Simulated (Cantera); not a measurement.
Source: NASA polynomial tables (part measured, part estimated), evaluated in Cantera. Values are per mole of reaction as written; species without (g) are pure solids or liquids, kept so even where they would boil at 1 bar.

Na₂CO₃ + 2 C → 3 CO(g) + 2 Na, with ΔH° = 799.2 kJ and ΔS° = 545.4 J/K at 300 K.

Task: How far is the shortcut ΔG° ≈ ΔH°(300 K) − T·ΔS°(300 K) from the full temperature-dependent value at 998, 1048, 1098, 1148, 1198, 1248, 1298, 1348, 1398, 1448, 1498 K?

Result: 
```tsv
T (K)	shortcut (kJ)	full (kJ)	difference (kJ)	difference in log10 K	condensed phases
998	254.9	253.9	1.0	-0.05	Na₂CO₃(s), C(graphite), Na(l)
1048	227.6	227.6	0.0	0.00	Na₂CO₃(s), C(graphite), Na(l)
1098	200.4	201.5	-1.1	0.05	Na₂CO₃(s), C(graphite), Na(l)
1148	173.1	176.3	-3.1	0.14	Na₂CO₃(l), C(graphite), Na(l)
1198	145.8	151.8	-6.0	0.26	Na₂CO₃(l), C(graphite), Na(l)
1248	118.6	127.5	-9.0	0.38	Na₂CO₃(l), C(graphite), Na(l)
1298	91.3	103.4	-12.1	0.49	Na₂CO₃(l), C(graphite), Na(l)
1348	64.0	79.4	-15.4	0.60	Na₂CO₃(l), C(graphite), Na(l)
1398	36.8	55.5	-18.8	0.70	Na₂CO₃(l), C(graphite), Na(l)
1448	9.5	31.8	-22.3	0.80	Na₂CO₃(l), C(graphite), Na(l)
1498	-17.8	8.2	-25.9	0.90	Na₂CO₃(l), C(graphite), Na(l)
```
The shortcut ignores heat capacities and the phase changes listed.
